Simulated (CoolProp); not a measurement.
Vapour-liquid equilibrium of CF4 (R14) (1) + CHF3 (R23) (2) at 194.5 K; x and y are mole fractions of (1).

Values from CoolProp's multi-fluid Helmholtz-energy mixture model, Platzer 1990 and Penoncello 2003; pair parameters Bell 2016. This equation is an older, rougher fit; its heat capacities, sound speeds and derivatives of the liquid may be far off and weren't checked against measurements.

Problem. Give the bubble pressure and the first vapour's composition at x = 0.125, 0.2, 0.725. Is there an azeotrope?

Solution. x = 0.125: 498.6 kPa, y = 0.758; x = 0.2: 653.8 kPa, y = 0.819; x = 0.725: 1071 kPa, y = 0.916. No azeotrope shows between x = 0.05 and 0.95.

The pair parameters rest on a limited set of measurements; away from them the model extrapolates. With so large a gap from Raoult's law the liquid may split in two, which this calculation doesn't test in full.
